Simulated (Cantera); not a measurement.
## Equilibrium for hydrogen reduction and annealing atmospheres: Nb2O5 + H2 + H2O

A closed system holds: 1 mol Nb2O5, a varied amount of H2, 0.83 mol H2O, equilibrated at 5.50 mbar.

These are equilibrium values from Cantera (NASA tables, ideal gas, pure condensed phases), not measurements of a reactor. Candidate condensed phases: H2O, Nb, NbO, NbO2, Nb2O5; 12 gas species. Mutual solubility and eutectic melting of coexisting phases are not modelled. Condensed phases not in the tables: the oxides between NbO2 and Nb2O5. Kinetics and transport are ignored.

Stable condensed phases:

```
T in °C \ n(H2) in mol
          16  43  69  95 120 150 170 200 230
   1202    A   B   B   B   B   B   B   B   B
   1152    A   B   B   B   B   B   B   B   B
   1102    A   B   B   B   B   B   B   B   B
   1052    C   A   B   B   B   B   B   B   B
   1002    C   A   B   B   B   B   B   B   B
    952    C   A   A   B   B   B   B   B   B
    902    C   C   A   A   B   B   B   B   B
    852    C   C   A   A   A   B   B   B   B
    802    C   C   C   A   A   A   A   B   B
    752    C   C   C   C   C   A   A   A   A
```

A: NbO2 + Nb2O5; B: NbO2; C: Nb2O5.
